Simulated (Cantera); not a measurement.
Hydrocarbon pyrolysis for carbon deposition

A perfectly stirred reactor is fed with 23.8 % C3H8, 76.2 % H2, at 890 Pa; it is held at 1575 K, and followed from long to short residence time.

Model: GRI-Mech 3.0 (53 species, 325 reactions), integrated in Cantera. GRI-Mech 3.0 was tuned for natural gas; its chemistry of propane as a main component is partial and can be far from experiment. GRI-Mech 3.0 stops at C3 and has no aromatics, soot or wall deposition, so with more carbon than oxygen in the feed, carbon stays in small species such as C2H2 where larger ones or solid carbon would form. Radical loss at walls, strong at low pressure, is not modelled.

| τ (s) | x C3H8 | x H2 | x H | x C2H4 | x CH3 |
|---|---|---|---|---|---|
| 5.7 | 1.80e-5 | 0.764 | 0.000693 | 0.000713 | 0.000679 |
| 1.3 | 7.12e-5 | 0.747 | 0.000833 | 0.00201 | 0.00135 |
| 0.31 | 0.000270 | 0.724 | 0.000996 | 0.00603 | 0.00253 |
| 0.072 | 0.00104 | 0.697 | 0.00121 | 0.0179 | 0.00455 |
| 0.017 | 0.00391 | 0.669 | 0.00148 | 0.0463 | 0.00786 |
| 0.0039 | 0.0148 | 0.649 | 0.00177 | 0.0923 | 0.0141 |
| 0.00091 | 0.0550 | 0.656 | 0.00173 | 0.114 | 0.0246 |
x: mole fraction; the columns are a selection and need not sum to one.
